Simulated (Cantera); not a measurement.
**Thermodynamics of sublimation and decomposition of ceramics, feed AlN + H2**

Feed: 1 mol AlN, 0.67 mol H2, at 0.100 bar.

Method: chemical equilibrium by Gibbs-energy minimisation in Cantera with the NASA 1993 tables (ideal gas, pure condensed phases). Candidate condensed phases: Al, AlN; 13 gas species. Rates play no part.

```csv
T (K),log p H2,log p Al,log p N2,log p H,log p AlH,log p Al2,log p N,n AlN(s)
1775,-1.00,-4.44,-4.68,-4.04,-5.25,-8.82,-12.97,1.000
1925,-1.00,-3.47,-3.73,-3.52,-4.45,-7.27,-11.40,0.997
2075,-1.02,-2.64,-2.91,-3.08,-3.77,-5.96,-10.05,0.983
2225,-1.10,-1.92,-2.20,-2.74,-3.22,-4.82,-8.88,0.896
2375,-1.54,-1.35,-1.64,-2.62,-2.97,-3.93,-7.88,0
2525,-1.56,-1.35,-1.65,-2.33,-3.08,-4.17,-7.26,0
2675,-1.60,-1.36,-1.65,-2.09,-3.19,-4.38,-6.70,0
2825,-1.66,-1.37,-1.67,-1.88,-3.31,-4.58,-6.21,0
```
log p: log10 of the partial pressure in bar; n: condensed amount in mol.

From 1775 K to 2225 K the condensed part is AlN(s). From 2375 K to 2825 K nothing is condensed. The main Al-bearing gas is Al throughout.
